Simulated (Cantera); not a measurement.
A closed system holds: 1 mol SiC, 0.011 mol N₂O, 4.2 mol N₂, 0.38 mol CO₂, equilibrated at 0.00680 bar.

Equilibrium computed with Cantera from the NASA thermochemical tables; the gas is ideal and each condensed phase is pure. Candidate condensed phases: C, Si, SiC, SiO₂, Si₂N₂O, Si₃N₄; 34 gas species. Kinetics and transport are ignored.

Over these rows the condensed part is SiC(s). Partial pressures as log10 of bar:

| T (K) | 1000/T (1/K) | log p Si₂C | log p N₂ | log p CO | log p SiO |
|---|---|---|---|---|---|
| 1775 | 0.5634 | -8.45 | -2.24 | -3.10 | -3.57 |
| 1850 | 0.5405 | -7.71 | -2.24 | -3.10 | -3.58 |
| 1925 | 0.5195 | -7.03 | -2.24 | -3.10 | -3.58 |
| 2000 | 0.5000 | -6.41 | -2.24 | -3.10 | -3.59 |
| 2075 | 0.4819 | -5.85 | -2.24 | -3.10 | -3.61 |
| 2150 | 0.4651 | ? | -2.25 | -3.08 | -3.67 |

Q: Fit log p(Si₂C) = a + b·(1000/T) to the five rows, give the apparent enthalpy, and predict the row at 2150 K.

A: Means: 1000/T = 0.5211, log p = -7.090. Sxy = -0.132608, Sxx = 0.0041501, so b = -31.95 and a = -7.090 − (-31.95)×0.5211 = 9.56.
Apparent enthalpy: −19.145 × (-31.95) = 612 kJ/mol. With the condensed phases at unit activity, 3/2 SiC(s) + 1/2 SiO(g) = Si₂C(g) + 1/2 CO(g) links this pressure to the main gases: over the six rows their terms move log p by -0.06 in all, so the slope is close to that reaction's ΔH°. The five rows lie within 0.01 of the line.
Prediction at 2150 K: 9.56 + (-31.95)×0.4651 = -5.30. The computed value is -5.34, 0.04 from the line.
